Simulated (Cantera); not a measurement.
Mixture: H₂ : O₂ : N₂ = 1 : 1.22 : 4.59 (molar parts), equivalence ratio 0.41, at 0.360 bar, adiabatic and at constant volume. Ignition delay is the time to a rise of 400 K.

Cantera simulation using GRI-Mech 3.0 (53 species, 325 reactions); the numbers are that mechanism's predictions, not measurements. Where the delays flatten at high temperature, the 400 K rule measures the pace of heat release, not the induction time.

**Question.** Predict: delay at 1300 K; delay at 1400 K; delay at 1500 K; delay at 1600 K; delay at 1700 K.

**Answer.** 
| Item | Result |
|---|---|
| delay at 1300 K | 0.118 ms |
| delay at 1400 K | 0.106 ms |
| delay at 1500 K | 0.107 ms |
| delay at 1600 K | 0.117 ms |
| delay at 1700 K | 0.133 ms |
